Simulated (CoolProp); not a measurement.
Vapour-liquid equilibrium of CHF3 (R23) (1) + sulfur hexafluoride (2) at 257 K; x and y are mole fractions of (1).

Values from CoolProp's multi-fluid Helmholtz-energy mixture model, Penoncello 2003 and Guder 2009; pair parameters Bell 2016.

**Question.** Give the bubble pressure and the first vapour's composition at x = 0.05, 0.8, 0.95. Is there an azeotrope?

**Answer.** x = 0.05: 926.1 kPa, y = 0.170; x = 0.8: 1612 kPa, y = 0.807; x = 0.95: 1594 kPa, y = 0.942. y crosses x between x = 0.8 and 0.95: the model has an azeotrope there.

Pair parameters are fitted to limited data, so mixtures are less certain than the pure fluids.
